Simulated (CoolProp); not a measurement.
CH2F2 (R32) along the isotherm 302.3 K: fugacity coefficient from the reference equation and from simpler models built on Tc = 351.3 K, pc = 5.783 MPa, ω = 0.277; each cubic takes its own stable root.

The numbers come from the reference Helmholtz-energy equation of state, Tillner-Roth 1997 in CoolProp.

```csv
p (MPa),phase,reference,Soave-Redlich-Kwong,Peng-Robinson
3.21,liquid,0.4762,0.5093,0.4951
6.43,liquid,0.2548,0.2784,0.2678
9.64,liquid,0.1818,0.2027,0.1931
12.9,liquid,0.1454,0.1653,0.1559
16.1,liquid,0.1244,0.1440,0.1346
19.3,liquid,0.1107,0.1305,0.1208
22.5,liquid,0.1013,0.1214,0.1114
25.7,liquid,0.09446,0.1152,0.1048
28.9,liquid,0.08945,0.1109,0.09998
```
